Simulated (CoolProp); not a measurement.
Saturation properties of propylene (Tc = 364.2 K, pc = 4.555 MPa, ω = 0.146).

Values from CoolProp's reference Helmholtz-energy equation of state, Lemmon 2013.

| T (K) | p (MPa) | liquid density (kg/m³) | vapour viscosity (µPa s) |
|---|---|---|---|
| 239.3 | 0.1820 | 592.7 | 6.74 |
| 246.2 | 0.2376 | 583.7 | 6.94 |
| 253.2 | 0.3062 | 574.3 | 7.15 |
| 260.1 | 0.3875 | 564.8 | 7.37 |
| 267 | 0.4839 | 555.1 | 7.60 |
| 273.9 | 0.5973 | 545.0 | 7.84 |
| 280.8 | 0.7291 | 534.6 | 8.11 |
| 287.7 | 0.8813 | 523.7 | 8.40 |
| 294.7 | 1.058 | 512.2 | 8.73 |
| 301.6 | 1.257 | 500.2 | 9.09 |
| 308.5 | 1.481 | 487.6 | 9.49 |
| 315.4 | 1.734 | 474.1 | 9.95 |
| 322.3 | 2.017 | 459.5 | 10.5 |

It boils at 225.5 K under 1 atm.

Viscosity comes from a separate model (Huber 2003), an estimate that may be off by 10 % or more.
